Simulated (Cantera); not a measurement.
Input (Python, Cantera):

```python
import numpy as np
import cantera as ct

gas = ct.Solution("gri30.yaml")
gas.TPX = 400, 100000, {'CH4': 1, 'C2H6': 0.066, 'C3H8': 0.053, 'O2': 3.04, 'N2': 11.4}
flame = ct.FreeFlame(gas, width=0.04)
flame.set_refine_criteria(ratio=3, slope=0.08, curve=0.16)
flame.transport_model = "unity-Lewis-number"
flame.solve(loglevel=0, auto=True)
z, T = flame.grid, flame.T
thick = (T[-1] - T[0]) / np.gradient(T, z).max()
show = ['CH4', 'C2H6', 'C3H8', 'C2H', 'N2O', 'C2H4']
print(f"laminar burning velocity  {flame.velocity[0] * 100:.3f} cm/s")
print(f"burnt temperature         {T[-1]:.1f} K")
print(f"thermal thickness         {thick * 1e3:.4f} mm")
print(f"grid points               {len(z)}")
z0 = z[flame.heat_release_rate.argmax()]
print(f"{'z/mm':>9s}{'T/K':>9s}{'u/(m/s)':>9s}" + "".join(f"{s:>11s}" for s in show))
rows = []
for k in (-3, -2, -1.5, -1, -0.5, -0.25, 0, 0.25, 0.5, 1, 2, 4, 8):
    zz = z0 + k * thick
    rows.append([k * thick, np.interp(zz, z, T), np.interp(zz, z, flame.velocity),
                 *(np.interp(zz, z, flame.X[gas.species_index(s)]) for s in show)])
    print(f"{rows[-1][0] * 1e3:9.3f}{rows[-1][1]:9.1f}{rows[-1][2]:9.3f}" + "".join(f"{x:11.3e}" for x in rows[-1][3:]))
```

Result:

```
laminar burning velocity  43.218 cm/s
burnt temperature         2108.1 K
thermal thickness         0.4490 mm
grid points               137
     z/mm      T/K  u/(m/s)        CH4       C2H6       C3H8        C2H        N2O       C2H4
   -1.347    400.4    0.433  6.425e-02  4.241e-03  3.405e-03  2.175e-27  3.221e-11  6.151e-07
   -0.898    403.3    0.436  6.413e-02  4.232e-03  3.397e-03  8.732e-25  2.356e-10  4.495e-06
   -0.674    414.4    0.448  6.364e-02  4.200e-03  3.364e-03  1.349e-22  1.036e-09  1.970e-05
   -0.449    490.2    0.531  6.030e-02  3.977e-03  3.138e-03  6.823e-19  6.549e-09  1.227e-04
   -0.225    874.3    0.955  4.228e-02  2.783e-03  1.943e-03  6.029e-13  3.633e-08  6.234e-04
   -0.112   1249.8    1.379  2.328e-02  1.408e-03  7.605e-04  6.397e-10  6.846e-08  9.219e-04
    0.000   1634.5    1.823  4.382e-03  8.534e-05  2.632e-05  8.236e-08  1.128e-07  3.272e-04
    0.112   1780.2    1.985  1.497e-04  1.128e-07  1.562e-08  2.174e-08  1.638e-07  6.731e-06
    0.225   1837.7    2.041  3.041e-06  6.848e-11  4.843e-12  4.620e-10  1.928e-07  6.338e-08
    0.449   1910.1    2.110  3.777e-09  9.644e-16  3.177e-17  4.092e-13  2.175e-07  2.888e-11
    0.898   1985.3    2.181  3.150e-14  1.211e-22  4.278e-26  2.053e-18  2.547e-07  5.471e-17
    1.796   2045.5    2.237  1.147e-18  7.416e-30  2.650e-36  2.131e-24  2.940e-07  4.990e-24
    3.592   2084.0    2.272  1.274e-19  4.311e-31  9.234e-44  8.140e-27  2.867e-07  2.575e-29
```

Model: GRI-Mech 3.0 (53 species, 325 reactions), integrated in Cantera. Unity Lewis numbers drop preferential diffusion, which matters most where H2 and H carry the flame. Burning velocities carry a grid error of a few per cent, more on coarse grids.
